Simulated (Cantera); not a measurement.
## Gas-phase reforming

An isothermal, constant-pressure homogeneous reactor starts with 33.3 % CH4, 66.7 % CO2, at 1275 K and 101000 Pa.

Cantera simulation using GRI-Mech 3.0 (53 species, 325 reactions); the numbers are that mechanism's predictions, not measurements.

```csv
t (s),x CH4,x CO2,x CH2CO,x CO,x O
1.00e-5,0.333,0.667,<1e-12,8.23e-11,<1e-12
3.51e-5,0.333,0.667,<1e-12,2.96e-10,<1e-12
0.000123,0.333,0.667,<1e-12,1.04e-9,<1e-12
0.000433,0.333,0.667,<1e-12,3.68e-9,<1e-12
0.00152,0.333,0.667,<1e-12,1.31e-8,<1e-12
0.00534,0.333,0.667,<1e-12,4.96e-8,<1e-12
0.0187,0.333,0.667,<1e-12,1.88e-7,<1e-12
0.0658,0.333,0.667,<1e-12,7.45e-7,<1e-12
0.231,0.333,0.667,6.27e-12,3.78e-6,<1e-12
0.811,0.332,0.666,1.66e-10,3.22e-5,<1e-12
2.85,0.328,0.664,5.24e-9,0.000386,<1e-12
10.0,0.313,0.653,1.16e-7,0.00436,<1e-12
```
x: mole fraction; the columns are a selection and need not sum to one.

Equilibrium at this temperature and pressure: CH4 1.46e-5, CO2 0.100, CH2CO 5.50e-11, CO 0.500, O <1e-12 (gas phase only).
